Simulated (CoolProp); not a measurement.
A closed Brayton cycle with carbon dioxide: compressor inlet 306.15 K and 9.9 MPa, high pressure 28.7 MPa, turbine inlet 655 K, compressor efficiency 0.85, turbine efficiency 0.85, recuperator effectiveness 0 (on enthalpy, no pinch check). Each further row changes one setting.

The numbers come from the reference Helmholtz-energy equation of state, Span 1996 in CoolProp.

```csv
case,thermal efficiency (%),net work (kJ/kg),compressor to turbine work,compressor exit (K),turbine exit (K)
as stated,14.0,70.9,0.28,332.9,547.2
turbine inlet 605 K,13.7,60.5,(withheld),332.9,(withheld)
compressor inlet 316.15 K,14.4,64.3,0.35,361.5,547.2
high pressure 24.4 MPa,12.3,(withheld),0.26,(withheld),563.3
recuperator effectiveness 0.5,19.6,70.9,0.28,332.9,547.2
```

Problem. Complete the blanks.

Solution. 
- turbine inlet 605 K, compressor to turbine work: 0.32
- turbine inlet 605 K, turbine exit (K): 500.8
- high pressure 24.4 MPa, net work (kJ/kg): 63.5
- high pressure 24.4 MPa, compressor exit (K): 327.9
